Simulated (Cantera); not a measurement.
An isothermal, constant-pressure homogeneous reactor starts with CH₄ : N₂ = 0.2 : 150 (molar parts), at 1825 K and 1.00 atm.

Computed with Cantera and GRI-Mech 3.0 (53 species, 325 reactions). GRI-Mech 3.0 stops at C3 and has no aromatics, soot or wall deposition, so with more carbon than oxygen in the feed, carbon stays in small species such as C2H2 where larger ones or solid carbon would form.

Predict: x(CH₄) at 10.0 s; x(H) at 10.0 s; x(C₂H₄) at 10.0 s; x(HCN) at 10.0 s; x(C₂H₂) at 10.0 s.


| Item | Value |
|---|---|
| x(CH₄) at 10.0 s | 3.14e-8 (gas-phase equilibrium 9.11e-9) |
| x(H) at 10.0 s | 1.96e-5 (gas-phase equilibrium 1.96e-5) |
| x(C₂H₄) at 10.0 s | 2.52e-8 (gas-phase equilibrium 1.76e-10) |
| x(HCN) at 10.0 s | 5.07e-5 (gas-phase equilibrium 0.00132) |
| x(C₂H₂) at 10.0 s | 0.000639 (gas-phase equilibrium 4.48e-6) |
